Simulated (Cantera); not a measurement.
Charge: 1 mol CH₃SiCl₃, 0.058 mol C₃H₈, 160 mol H₂, at 1025 K and 0.0520 bar.

These are equilibrium values from Cantera (NASA tables, ideal gas, pure condensed phases), not measurements of a reactor. Candidate condensed phases: C, C₆H₆, C₇H₈, C₈H₁₈, Si, SiC; 109 gas species. The feed counts by its element totals alone. Rates play no part.

Task: What is the equilibrium state?

Result: 
| Property | Value |
|---|---|
| x(H₂) | 0.981 |
| x(HCl) | 0.0183 |
| x(CH₄) | 0.00110 |
| x(SiCl₄) | 2.00e-5 |
| x(SiHCl₃) | 9.20e-6 |
| n(SiC(s)) | 0.995 mol |
| gas amount | 163.0 mol |
| log10 activity of C(graphite) (absent) | -0.52 |
| log10 activity of Si(s) (absent) | -2.79 |
